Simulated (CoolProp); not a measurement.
Cyclopentane at several states: fugacity coefficient from the reference equation and from simpler models built on Tc = 511.7 K, pc = 45.83 bar, ω = 0.202; each cubic takes its own stable root.

Computed with CoolProp (reference Helmholtz-energy equation of state, Gedanitz 2015).

| T (K) | p (bar) | phase | reference | Redlich-Kwong | Soave-Redlich-Kwong | Peng-Robinson |
|---|---|---|---|---|---|---|
| 267.5 | 5.55 | liquid | 0.01969 | 0.03436 | … | … |
| 382.4 | 142 | liquid | 0.05156 | … | 0.05350 | 0.04999 |
| 522.9 | 0.493 | gas | 0.9965 | 0.9966 | 0.9966 | 0.9962 |
| 302.3 | 1.02 | liquid | 0.4786 | 0.7612 | … | … |
| 372.5 | 2.3 | gas | … | 0.9587 | … | … |
| 335.3 | 0.685 | gas | 0.9798 | 0.9836 | 0.9823 | 0.9815 |

Complete the blanks.


- 267.5, Soave-Redlich-Kwong: 0.01902
- 267.5, Peng-Robinson: 0.02008
- 382.4, Redlich-Kwong: 0.06884
- 302.3, Soave-Redlich-Kwong: 0.4696
- 302.3, Peng-Robinson: 0.4806
- 372.5, reference: 0.9514
- 372.5, Soave-Redlich-Kwong: 0.9557
- 372.5, Peng-Robinson: 0.9533
